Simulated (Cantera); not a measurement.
A closed system holds: 1 mol Al, 3.3 mol I2, 0.45 mol N2, at 3.60 Pa.

Method: chemical equilibrium by Gibbs-energy minimisation in Cantera with the NASA 1993 tables (ideal gas, pure condensed phases). Candidate condensed phases: Al, AlI3, AlN, I2; 10 gas species. Kinetics and transport are ignored.

Q: At 725 °C, list the 5 most abundant gas species with their mole fractions, and the condensed phases.

A: I 0.846, AlI3 0.103, N2 0.0425, I2 0.00868, AlI 2.97e-5. Condensed: AlN(s).
